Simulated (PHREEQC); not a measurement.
Make-up at 20 °C: 0.015 mol NH3 and 1.4e-06 mol H4SiO4 per kg of water. Closed to the air; pH follows from the charge balance.

All values are PHREEQC results (ion-association model, wateq4f.dat), not measurements.

This is a speciation only: nothing precipitates in the calculation.

Q: Order these Si species by the share of Si that they hold, largest first: H3SiO4-, H4SiO4, H2SiO4-2.

A: H3SiO4- (90 %), H4SiO4 (9.7 %), H2SiO4-2 (0.35 %)

The pH is 10.86 and the ionic strength 0.000511 mol/kgw. Complexes and solids missing from the database can't appear.
